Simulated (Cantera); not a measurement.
What does this Cantera script print?

```python
import numpy as np
import cantera as ct

gas_names = """
    F F2 FS2F,fluorodisu H HF H2 H2F2 H2S H3F3 H4F4 H5F5 H6F6 H7F7 S SF SF2 SF3 SF4 SF5 SF6 SH S2
    S2F2,thiothiony S8
""".split()
cond_names = """
    S(cr1) S(cr2) S(L)
""".split()


# ... load() reads the species with a 1 bar reference pressure and builds the phases ...
atoms = {
    'SF6': {'S': 1, 'F': 6},
    'H2': {'H': 2},
}
top_T = {}  # K; cautious upper limits of use, not melting points


# ... equilibrate(T, P, feed) seeds the gas with the atoms and calls Mixture.equilibrate('TP', solver="vcs", rtol=1e-11, max_steps=5000) ...
results = []
feed = {'SF6': 1, 'H2': 0.082}  # mol
T = 500  # K
P = 100000  # Pa
mix = equilibrate(T, P, feed)
results.append((T, P, feed, dict(zip(mix.species_names, mix.species_moles))))
x = sorted(zip(gas.X, gas.species_names), reverse=True)
print(f"T = {T:g} K  P = {P:g} Pa  gas = {mix.phase_moles(0):.4g} mol")
print("   x: " + "  ".join(f"{s} {v:.3e}" for v, s in x if v > 1e-06))
print("   condensed (mol): " + ("  ".join(f"{mix.phase(i).name} {mix.phase_moles(i):.4g}"
      for i in range(1, mix.n_phases) if mix.phase_moles(i) > 1e-12) or "none"))
```

It prints:

```
T = 500 K  P = 100000 Pa  gas = 1.149 mol
   x: SF6 8.368e-01  HF 1.426e-01  S2F2,thiothiony 1.269e-02  SF4 7.904e-03  H2F2 2.809e-05
   condensed (mol): none
```

Equilibrium computed with Cantera from the NASA thermochemical tables; the gas is ideal and each condensed phase is pure. The tables' values for S2F2 (SSF2) are old estimates; treat these amounts as uncertain.
